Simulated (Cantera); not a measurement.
# Premixed flame

A freely propagating, adiabatic, planar premixed flame of 43.1 % H2, 12.0 % O2, 44.9 % N2, equivalence ratio 1.8, unburnt at 600 K and 0.454 atm; mixture-averaged transport, grid criteria slope 0.08 and curve 0.16, no radiation.

Computed with Cantera and the H2/O2 subset of GRI-Mech 3.0, which has no nitrogen chemistry. Burning velocities carry a grid error of a few per cent, more on coarse grids.

| z (mm) | T (K) | u (m/s) | x H2 | x O2 | x OH | x H2O2 | x H | x H2O |
|---|---|---|---|---|---|---|---|---|
| -3.69 | 600 | 8.37 | 0.431 | 0.120 | <1e-8 | <1e-8 | <1e-8 | <1e-8 |
| -2.46 | 600 | 8.37 | 0.431 | 0.120 | <1e-8 | <1e-8 | <1e-8 | <1e-8 |
| -1.85 | 600 | 8.37 | 0.431 | 0.120 | <1e-8 | <1e-8 | <1e-8 | <1e-8 |
| -1.23 | 600 | 8.37 | 0.431 | 0.120 | <1e-8 | <1e-8 | 2.11e-7 | 4.42e-8 |
| -0.615 | 614 | 8.55 | 0.429 | 0.120 | 5.34e-5 | 1.40e-6 | 0.000406 | 0.000759 |
| -0.308 | 783 | 10.7 | 0.401 | 0.115 | 0.000468 | 2.93e-6 | 0.0105 | 0.0154 |
| 0 | 1184 | 15.8 | 0.277 | 0.0715 | 0.00264 | 1.09e-6 | 0.0685 | 0.107 |
| 0.308 | 1461 | 19.2 | 0.172 | 0.0138 | 0.00530 | 7.79e-7 | 0.111 | 0.218 |
| 0.615 | 1573 | 20.6 | 0.159 | 0.00365 | 0.00617 | 5.62e-7 | 0.110 | 0.239 |
| 1.23 | 1692 | 22.0 | 0.166 | 0.00219 | 0.00709 | 3.82e-7 | 0.0959 | 0.244 |
| 2.46 | 1823 | 23.4 | 0.175 | 0.00164 | 0.00768 | 2.20e-7 | 0.0785 | 0.247 |
| 4.92 | 1958 | 24.9 | 0.185 | 0.00110 | 0.00761 | 1.16e-7 | 0.0606 | 0.252 |
| 9.85 | 2082 | 26.2 | 0.193 | 0.000637 | 0.00678 | 6.07e-8 | 0.0442 | 0.257 |
x: mole fraction of selected species; z is measured from the peak of heat release.

| Item | Result |
|---|---|
| laminar burning velocity | 837 cm/s |
| thermal thickness | 1.23 mm |
| peak x(OH) | 0.00775 |
| peak x(H2O2) | 3.33e-6 |
| peak x(H) | 0.113 |
| grid points | 146 |
